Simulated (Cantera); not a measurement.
**Ignition delay**

Mixture: 4.75 % CH₄, 2.04 % CO, 19.1 % O₂, 71.7 % N₂, 2.33 % CO₂, equivalence ratio 0.55, at 5.33 atm, adiabatic and at constant volume. Ignition delay is the time to a rise of 400 K.

Model: GRI-Mech 3.0 (53 species, 325 reactions), integrated in Cantera.

```json
[
 {"T0 (K)": "1100", "delay (ms)": "36.6"},
 {"T0 (K)": "1175", "delay (ms)": "11.6"},
 {"T0 (K)": "1250", "delay (ms)": "4.13"},
 {"T0 (K)": "1325", "delay (ms)": "1.62"},
 {"T0 (K)": "1400", "delay (ms)": "0.686"},
 {"T0 (K)": "1475", "delay (ms)": "0.314"}
]
```

apparent activation energy between 1325 and 1475 K: 180 kJ/mol
